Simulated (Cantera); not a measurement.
Input (Python, Cantera) and output of one run.

```python
import numpy as np
import cantera as ct

gas_names = [...]  # 91 gases of nasa_gas.yaml made of C, Cl, H
cond_names = """
    C(gr) C6H6(L) C7H8(L) C8H18(L),n-octa
""".split()


# ... load() reads the species with a 1 bar reference pressure and builds the phases ...
atoms = {
    'CH3Cl': {'C': 1, 'H': 3, 'CL': 1},
}
top_T = {'C(gr)': 4500}  # K; cautious upper limits of use, not melting points


# ... equilibrate(T, P, feed) seeds the gas with the atoms and calls Mixture.equilibrate('TP', solver="vcs", rtol=1e-11, max_steps=5000) ...
results = []
feed = {'CH3Cl': 1}  # mol
P = 620  # Pa
for T in [875, 1075, 1275, 1475, 1675, 1875, 2075, 2275, 2475, 2675, 2875, 3075, 3275, 3475]:
    mix = equilibrate(T, P, feed)
    results.append((T, P, feed, dict(zip(mix.species_names, mix.species_moles))))

top = {s: max(r[3][s] / sum(r[3][g] for g in gas_names) for r in results) for s in gas_names}
cols = sorted((s for s in top if top[s] > 1e-05), key=lambda s: -top[s])[:7]
seen = [c for c in cond_names if any(r[3].get(c, 0) > 1e-12 for r in results)]
print("log10 of partial pressures in bar; condensed amounts in mol")
print(f"{'T/K':>10s}" + "".join(f"{s[:9]:>10s}" for s in cols + seen))
for T, P, feed, n in results:
    ng = sum(n[g] for g in gas_names)
    print(f"{T:10.4g}" + "".join(f"{np.log10(max(n[s] / ng * P / 1e5, 1e-99)):10.3f}" for s in cols)
          + "".join(f"{n.get(c, 0):10.4g}" for c in seen))
```

Result:

```
log10 of partial pressures in bar; condensed amounts in mol
       T/K         H       HCL        H2        CL         C        C3        C2     C(gr)
       875   -11.554    -2.508    -2.510   -11.558   -34.654   -38.515   -39.547    0.9987
      1075    -9.088    -2.509    -2.509    -9.132   -26.663   -29.210   -30.283    0.9999
      1275    -7.387    -2.509    -2.509    -7.458   -21.181   -22.847   -23.936         1
      1475    -6.141    -2.509    -2.509    -6.233   -17.188   -18.228   -19.321         1
      1675    -5.190    -2.510    -2.509    -5.298   -14.151   -14.727   -15.816    0.9999
      1875    -4.439    -2.515    -2.512    -4.563   -11.765   -11.986   -13.066    0.9994
      2075    -3.835    -2.533    -2.521    -3.979    -9.840    -9.785   -10.852    0.9975
      2275    -3.346    -2.583    -2.549    -3.521    -8.256    -7.980    -9.033    0.9925
      2475    -2.957    -2.697    -2.618    -3.186    -6.930    -6.474    -7.512    0.9811
      2675    -2.670    -2.911    -2.765    -2.972    -5.803    -5.201    -6.222    0.9531
      2875    -2.493    -3.251    -3.035    -2.872    -4.834    -4.111    -5.115    0.7955
      3075    -2.433    -3.722    -3.457    -2.866    -4.068    -3.394    -4.305         0
      3275    -2.403    -4.161    -3.875    -2.863    -3.636    -3.488    -4.076         0
      3475    -2.403    -4.592    -4.299    -2.874    -3.295    -3.693    -3.955         0
```

Cantera equilibrium calculation (NASA polynomials, part measured and part estimated; ideal gas, pure solids and liquids). The tables' values for CCl are old estimates; treat these amounts as uncertain.
